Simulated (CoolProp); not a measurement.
Hexamethyldisiloxane (MM) along the isobar 1620 kPa: Z from the reference equation and from simpler models built on Tc = 518.7 K, pc = 1931 kPa, ω = 0.418; each cubic takes its own stable root.

Values from CoolProp's reference Helmholtz-energy equation of state, Thol 2016.

```csv
T (K),phase,reference
335.4,liquid,0.1305
353,liquid,0.1274
370.6,liquid,0.1250
388.2,liquid,0.1231
405.8,liquid,0.1218
423.5,liquid,0.1212
441.1,liquid,0.1215
458.7,liquid,0.1228
476.3,liquid,0.1259
493.9,liquid,0.1327
511.5,gas,0.5355
529.2,gas,0.6425
546.8,gas,0.7049
564.4,gas,0.7500
582,gas,0.7853
599.6,gas,0.8138
```

### Question
How far does each simpler model (Redlich-Kwong, Peng-Robinson) lie from the reference over these 16 states: mean and median of the absolute difference, and the worst?

### Answer
- Redlich-Kwong: mean 11.5 %, median 13.0 %, worst +28.0 % at 493.9 K and 1620 kPa
- Peng-Robinson: mean 3.1 %, median 2.8 %, worst -5.7 % at 370.6 K and 1620 kPa
